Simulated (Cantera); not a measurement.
A closed system holds: 1 mol Si3N4, 0.0039 mol Si, 0.17 mol N2.

Method: chemical equilibrium by Gibbs-energy minimisation in Cantera with the NASA 1993 tables (ideal gas, pure condensed phases). Candidate condensed phases: Si, Si3N4; 7 gas species. The numbers say what is thermodynamically allowed, not how fast it happens.

Problem. What condenses at these points (T in K, P in Pa): (2175, 1000000); (2700, 1000000); (2775, 1000); (2250, 10); (1950, 1000000); (2025, 10)?

Solution. 
```csv
T (K),P in Pa,condensed phases,Si condensed (%)
2175,1000000,Si3N4,100.0
2700,1000000,Si,99.8
2775,1000,gas only,0.0
2250,10,gas only,0.0
1950,1000000,Si3N4,100.0
2025,10,gas only,0.0
```
